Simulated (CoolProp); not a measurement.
Sulfur dioxide at 514.31 K and 21.3 MPa is throttled through a valve to 1.67 MPa with no heat exchange. Each further row changes one setting.

The numbers come from the reference Helmholtz-energy equation of state, Gao 2016 in CoolProp.

```csv
case,temperature change (K),final phase,final density (kg/m³)
as stated,-164.4,"two-phase, vapour fraction 0.938",47.7
outlet pressure 0.501 MPa,-208.6,"two-phase, vapour fraction 0.978",14.1
outlet pressure 2.17 MPa,-152.8,"two-phase, vapour fraction 0.932",63.1
```
